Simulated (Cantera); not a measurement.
Mixture: 9.11 % CH₄, 2.73 % C₂H₆, 18.5 % O₂, 69.7 % N₂, equivalence ratio 1.5, at 4.05 atm, adiabatic and at constant volume. Ignition delay is the time to a rise of 400 K.

Cantera simulation using GRI-Mech 3.0 (53 species, 325 reactions); the numbers are that mechanism's predictions, not measurements.

**Question.** Predict: delay at 1198 K; delay at 1348 K; delay at 1498 K; delay at 1648 K; delay at 1798 K; apparent activation energy between 1723 and 1873 K.

**Answer.** 
```
Quantity                                                 Value
--------------------------------------------------  ----------
delay at 1198 K                                        1.12 ms
delay at 1348 K                                       0.169 ms
delay at 1498 K                                        46.7 µs
delay at 1648 K                                        16.7 µs
delay at 1798 K                                        7.09 µs
apparent activation energy between 1723 and 1873 K  140 kJ/mol
```
